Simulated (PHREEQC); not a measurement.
## Hard or scaling water (model solution)

Consider water at 25 °C with 0.17 mmol/kgw CaSO4, 0.19 mmol/kgw CO2 and 13 mmol/kgw KCl. Closed to the air; pH follows from the charge balance.

All values are PHREEQC results (ion-association model, wateq4f.dat), not measurements.

Each row changes one thing in this solution. Precipitation was switched off in this run.

```
case                                            pH  KSO4- (mol/kgw)  HSO4- (mol/kgw)
--------------------------------------------  ----  ---------------  ---------------
as made                                       5.05          9.07e-6          9.81e-8
CO2 left out                                  7.00          9.07e-6          1.10e-9
temperature from 25 to 90 °C                  5.07          1.99e-5          4.53e-7
temperature from 25 to 30 °C                  5.04          9.79e-6          1.12e-7
CaSO4 replaced by MnSO4 at the same molality  5.04          9.08e-6          9.86e-8
temperature from 25 to 20 °C                  5.06          8.37e-6          8.59e-8
```

Away from 25 °C the constants follow the database's enthalpies or fits; those with neither stay at their 25 °C values.
